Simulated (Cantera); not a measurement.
Feed: 1 mol C₃H₈, 95 mol H₂, 2.7 mol N₂, equilibrated at 0.0180 bar.

These are equilibrium values from Cantera (NASA tables, ideal gas, pure condensed phases), not measurements of a reactor. Candidate condensed phases: C, C₆H₆, C₇H₈, C₈H₁₈; 92 gas species. Rates play no part.

**Question.** What share of the C ends up in condensed phases as a function of T (K), at 1623, 1698, 1773, 1848, 1923, 1998, 2073?

**Answer.** 
| T (K) | C condensed (%) | as |
|---|---|---|
| 1623 | 98.4 | C(graphite) |
| 1698 | 97.4 | C(graphite) |
| 1773 | 96.0 | C(graphite) |
| 1848 | 93.9 | C(graphite) |
| 1923 | 91.0 | C(graphite) |
| 1998 | 86.8 | C(graphite) |
| 2073 | 81.1 | C(graphite) |
